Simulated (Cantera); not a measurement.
A perfectly stirred reactor is fed with 30.3 % NH₃, 69.7 % H₂, at 0.0440 bar; it is held at 2275 K, and followed from long to short residence time.

Computed with Cantera and the gas-phase N/H chemistry of the illustrative SiF4/NH3 mechanism in the Surface Chemkin manual (1991). Walls and surfaces, which speed up NH3 decomposition in real reactors, are not modelled.

One state of this run: x NH₃ = 0.206; x H₂ = 0.754; x H = 0.00164; x N = 6.43e-6; x NH = 6.42e-5. x: mole fraction; the columns are a selection and need not sum to one.

Q: Which value of τ (s) does it belong to?
(A) 0.0044
(B) 0.44
(C) 0.0078
(D) 0.025

A: D, 0.025
